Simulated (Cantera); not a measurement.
Input: 1 mol AlCl₃, 1.1 mol N₂, 530 mol H₂, at 1398.15 K.

Equilibrium computed with Cantera from the NASA thermochemical tables; the gas is ideal and each condensed phase is pure. Candidate condensed phases: Al, AlCl₃, AlN, NH₄Cl; 20 gas species. Kinetics and transport are ignored.

Task: Which condensed phases are stable at each of these points (P (Pa)): 10, 37, 140, 520, 1900, 7200, 27000, 100000?

Result: 
```csv
P (Pa),condensed phases,Al condensed (%)
10,gas only,0.0
37,gas only,0.0
140,gas only,0.0
520,AlN(s),15.4
1900,AlN(s),64.0
7200,AlN(s),85.3
27000,AlN(s),92.4
100000,AlN(s),94.6
```

From 10.0 Pa to 1.40 mbar nothing is condensed. From 5.20 mbar to 1.00 bar the condensed part is AlN(s).
